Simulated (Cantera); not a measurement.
Input: 1 mol SiHCl₃, a varied amount of N₂, 1.7 mol H₂, equilibrated at 1477 °C and 96.0 Pa.

Method: chemical equilibrium by Gibbs-energy minimisation in Cantera with the NASA 1993 tables (ideal gas, pure condensed phases). Candidate condensed phases: NH₄Cl, Si, Si₃N₄; 28 gas species. The tables' values for SiCl, SiCl₃, SiN are old estimates; treat these amounts as uncertain. The numbers say what is thermodynamically allowed, not how fast it happens.

x: gas mole fraction; nothing condenses.

```tsv
n(N₂) (mol)	x N₂	x H₂	x HCl	x SiCl₂	x H	x Cl
3.7	0.498	0.227	0.135	0.132	0.00358	0.00164
4.7	0.558	0.200	0.119	0.116	0.00336	0.00154
6.1	0.620	0.171	0.102	0.0997	0.00311	0.00143
7.8	0.676	0.146	0.0872	0.0849	0.00286	0.00132
10	0.728	0.122	0.0735	0.0711	0.00262	[?]
13	0.776	0.0999	0.0605	0.0582	0.00237	[?]
17	0.819	0.0804	0.0490	0.0468	0.00213	[?]
22	0.854	0.0646	0.0397	0.0375	0.00191	[?]
28	0.881	0.0522	0.0324	0.0303	0.00171	[?]
36	0.905	0.0415	0.0261	0.0240	0.00153	[?]
46	0.924	0.0330	0.0211	0.0191	0.00136	[?]
59	0.939	0.0260	0.0169	0.0150	0.00121	[?]
77	0.953	0.0200	0.0133	0.0115	0.00106	[?]
```

Q: Fill in the missing entries.

A: 
- 10, x Cl: 0.00122
- 13, x Cl: 0.00111
- 17, x Cl: 0.00100
- 22, x Cl: 0.000905
- 28, x Cl: 0.000822
- 36, x Cl: 0.000742
- 46, x Cl: 0.000671
- 59, x Cl: 0.000606
- 77, x Cl: 0.000544
